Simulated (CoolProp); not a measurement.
Saturated liquid density (kg/m³) of n-butane: the reference equation beside estimates from Tc = 425.1 K, pc = 3.796 MPa, ω = 0.201. Rackett uses Z = 0.29056 − 0.08775 ω.

Values from CoolProp's reference Helmholtz-energy equation of state, Bücker 2006.

```tsv
T (K)	reference	Rackett	van der Waals	Redlich-Kwong	Soave-Redlich-Kwong	Peng-Robinson
212.4	662.1	663.7	409.3	607.8	616.1	693.2
216.1	658.6	660.2	407.3	604.5	613.1	690.1
219.9	654.9	656.5	405.2	601.0	610.1	686.8
223.6	651.3	652.9	403.2	597.6	607.0	683.6
227.3	647.6	649.3	401.1	594.2	603.9	680.3
231.1	643.9	645.6	399.0	590.6	600.7	676.9
234.8	640.2	641.9	396.8	587.0	597.5	673.4
238.6	636.5	638.1	394.6	583.3	594.1	669.8
242.3	632.8	634.4	392.5	579.6	590.8	666.3
246.1	628.9	630.5	390.2	575.7	587.3	662.5
249.8	625.2	626.8	388.0	571.9	583.8	658.8
253.6	621.3	622.8	385.7	567.9	580.2	654.9
257.3	617.5	619.0	383.4	564.0	576.6	651.0
261	613.6	615.1	381.1	560.0	572.9	647.0
```

Absolute difference from the reference over all 14 rows, mean and median: Rackett 0.3 and 0.2 %, van der Waals 38.0 and 38.0 %, Redlich-Kwong 8.4 and 8.3 %, Soave-Redlich-Kwong 6.7 and 6.7 %, Peng-Robinson 5.2 and 5.2 %.
